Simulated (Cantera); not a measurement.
Input (Python, Cantera):

```python
import numpy as np
import cantera as ct

gas = ct.Solution("gri30.yaml")
gas.TPX = 1123, 760, {'H2': 0.41, 'O2': 1}
reactor = ct.IdealGasConstPressureReactor(gas, energy="off", clone=False)
net = ct.ReactorNet([reactor])
net.rtol, net.atol = 1e-08, 1e-18
show = ['H2', 'O2', 'H2O2', 'OH', 'O', 'HO2']
times = np.geomspace(3e-06, 200, 15)

steps = ct.SolutionArray(gas, extra=["t"])
rows = []
print(f"{'t/s':>10s}{'T/K':>9s}{'P/Pa':>11s}" + "".join(f"{s:>11s}" for s in show))
for t in times:
    while net.time < t:
        t_next = net.step()
        steps.append(gas.state, t=t_next)
    rows.append([np.interp(t, steps.t, y) for y in (steps.T, steps.P, *steps(*show).X.T)])
    print(f"{t:10.3e}{rows[-1][0]:9.1f}{rows[-1][1]:11.4g}" + "".join(f"{x:11.3e}" for x in rows[-1][2:]))
rate = np.gradient(steps.T, steps.t)
print("integrator steps:", len(steps.t))
if steps.T.max() > steps.T[0] + 200:
    print(f"time of steepest temperature rise: {steps.t[rate.argmax()]:.4e} s")
gas.TPX = 1123, 760, {'H2': 0.41, 'O2': 1}
gas.equilibrate("TP")
print(f"equilibrium (TP): T = {gas.T:.1f} K  " + "  ".join(f"{s} {gas[s].X[0]:.3e}" for s in show))
```

Result:

```
       t/s      T/K       P/Pa         H2         O2       H2O2         OH          O        HO2
 3.000e-06   1123.0        760  2.908e-01  7.092e-01  6.757e-16  6.563e-13  6.730e-13  6.822e-11
 1.086e-05   1123.0        760  2.908e-01  7.092e-01  8.830e-15  7.755e-12  8.456e-12  2.470e-10
 3.934e-05   1123.0        760  2.908e-01  7.092e-01  1.155e-13  7.565e-11  9.857e-11  8.948e-10
 1.425e-04   1123.0        760  2.908e-01  7.092e-01  1.515e-12  6.081e-10  1.058e-09  3.243e-09
 5.159e-04   1123.0        760  2.908e-01  7.092e-01  1.992e-11  1.226e-08  2.420e-08  1.188e-08
 1.868e-03   1123.0        760  2.899e-01  7.088e-01  1.417e-09  8.538e-05  1.698e-04  1.028e-06
 6.764e-03   1123.0        760  1.520e-02  5.775e-01  1.919e-07  8.939e-03  6.689e-02  6.753e-06
 2.449e-02   1123.0        760  8.436e-03  6.241e-01  3.272e-07  6.872e-03  3.110e-02  8.179e-06
 8.870e-02   1123.0        760  8.657e-04  6.563e-01  3.826e-07  2.179e-03  2.938e-03  5.554e-06
 3.212e-01   1123.0        760  4.527e-05  6.594e-01  1.308e-07  5.010e-04  1.554e-04  9.441e-07
 1.163e+00   1123.0        760  4.764e-06  6.597e-01  3.674e-08  1.659e-04  1.697e-05  1.358e-07
 4.212e+00   1123.0        760  8.182e-07  6.597e-01  1.079e-08  6.959e-05  2.989e-06  2.704e-08
 1.525e+01   1123.0        760  1.781e-07  6.597e-01  3.169e-09  3.268e-05  6.597e-07  7.753e-09
 5.523e+01   1123.0        760  4.452e-08  6.597e-01  9.416e-10  1.639e-05  1.661e-07  4.890e-09
 2.000e+02   1123.0        760  1.485e-08  6.597e-01  3.543e-10  9.456e-06  5.530e-08  6.189e-09
integrator steps: 2303
equilibrium (TP): T = 1123.0 K  H2 1.112e-08  O2 6.597e-01  H2O2 2.766e-10  OH 8.166e-06  O 4.125e-08  HO2 6.904e-09
```

Computed with Cantera and GRI-Mech 3.0 (53 species, 325 reactions). Radical loss at walls, strong at low pressure, is not modelled. The temperature is held fixed by assumption; the heat of reaction is taken as removed at once.
